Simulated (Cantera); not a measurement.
**Thermodynamics of nitride etching, feed BN + HF + H₂ + NF₃**

Charge: 1 mol BN, 1.8 mol HF, 26 mol H₂, 3.2 mol NF₃, held at 0.0150 Torr.

Equilibrium computed with Cantera from the NASA thermochemical tables; the gas is ideal and each condensed phase is pure. Candidate condensed phases: B, BN; 31 gas species. The tables' values for BF₂ are old estimates; treat these amounts as uncertain. Equilibrium is a limit: real reactors are often held back by kinetics, nucleation or transport.

```json
[
 {"T (K)": "1223", "x H₂": "0.664", "x HF": "0.246", "x N₂": "0.0614", "x BF₃": "0.0292"},
 {"T (K)": "1248", "x H₂": "0.664", "x HF": "0.246", "x N₂": "0.0614", "x BF₃": "0.0292"},
 {"T (K)": "1273", "x H₂": "0.664", "x HF": "0.246", "x N₂": "0.0614", "x BF₃": "0.0292"},
 {"T (K)": "1298", "x H₂": "0.664", "x HF": "0.246", "x N₂": "0.0614", "x BF₃": "0.0292"},
 {"T (K)": "1323", "x H₂": "0.663", "x HF": "0.246", "x N₂": "0.0614", "x BF₃": "0.0292"},
 {"T (K)": "1348", "x H₂": "0.663", "x HF": "0.246", "x N₂": "0.0614", "x BF₃": "0.0291"},
 {"T (K)": "1373", "x H₂": "0.663", "x HF": "0.246", "x N₂": "0.0614", "x BF₃": "0.0290"},
 {"T (K)": "1398", "x H₂": "0.663", "x HF": "0.246", "x N₂": "0.0614", "x BF₃": "0.0290"},
 {"T (K)": "1423", "x H₂": "0.662", "x HF": "0.246", "x N₂": "0.0614", "x BF₃": "0.0288"},
 {"T (K)": "1448", "x H₂": "0.662", "x HF": "0.246", "x N₂": "0.0613", "x BF₃": "0.0286"},
 {"T (K)": "1473", "x H₂": "0.661", "x HF": "0.246", "x N₂": "0.0613", "x BF₃": "0.0283"},
 {"T (K)": "1498", "x H₂": "0.660", "x HF": "0.246", "x N₂": "0.0613", "x BF₃": "0.0279"},
 {"T (K)": "1523", "x H₂": "0.659", "x HF": "0.247", "x N₂": "0.0612", "x BF₃": "0.0274"}
]
```
x: gas mole fraction; nothing condenses.

From 1223 K to 1523 K nothing is condensed. The main B-bearing gas is BF₃ throughout.
